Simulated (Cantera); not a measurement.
**Stirred combustor or abatement burner**

A perfectly stirred reactor is fed with 6.22 % CH4, 19.7 % O2, 74.1 % N2, equivalence ratio 0.63, at 2.27 atm; it is adiabatic with a 300 K inlet, and is followed from long to short residence time, starting on the burning branch (τ in s: 0.14, 0.041, 0.011, 0.0032, 0.00091, 0.00026, 7.2e-05, 2e-05, 5.8e-06).

Model: GRI-Mech 3.0 (53 species, 325 reactions), integrated in Cantera.

```tsv
τ (s)	T (K)	x CH4	x O2	x CO	x C2H2	x N2O
0.14	1724	8.89e-6	0.0727	0.000158	2.33e-9	4.78e-7
0.041	1721	2.01e-5	0.0728	0.000367	6.17e-9	8.11e-7
0.011	1713	4.77e-5	0.0730	0.000906	1.39e-8	1.17e-6
0.0032	1698	0.000109	0.0736	0.00212	2.64e-8	1.22e-6
0.00091	1663	0.000275	0.0754	0.00514	5.26e-8	9.80e-7
0.00026	1556	0.00119	0.0828	0.0153	2.78e-7	5.41e-7
7.2e-5	300	0.0622	0.197	<1e-12	<1e-12	<1e-12
2.0e-5	300	0.0622	0.197	<1e-12	<1e-12	<1e-12
5.8e-6	300	0.0622	0.197	<1e-12	<1e-12	<1e-12
```
x: mole fraction; the columns are a selection and need not sum to one.
